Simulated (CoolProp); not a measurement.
R113 along the isobar 11.4 MPa: density (kg/m³) from the reference equation and from simpler models built on Tc = 214.1 °C, pc = 3.392 MPa, ω = 0.253; each cubic takes its own stable root.

Model: reference Helmholtz-energy equation of state, Marx 1992, in CoolProp.

```
T (°C)          phase  reference
------  -------------  ---------
63.35          liquid       1509
79.75          liquid       1472
96.05          liquid       1434
112.45         liquid       1396
128.75         liquid       1356
145.15         liquid       1314
161.45         liquid       1271
177.85         liquid       1225
194.15         liquid       1178
210.55         liquid       1126
226.85  supercritical       1072
```

### Question
How far does each simpler model (van der Waals, Redlich-Kwong) lie from the reference over these 11 states: mean and median of the absolute difference, and the worst?

### Answer
- van der Waals: mean 31.3 %, median 31.8 %, worst -34.9 % at 63.35 °C and 11.4 MPa
- Redlich-Kwong: mean 8.2 %, median 8.3 %, worst -8.4 % at 177.85 °C and 11.4 MPa
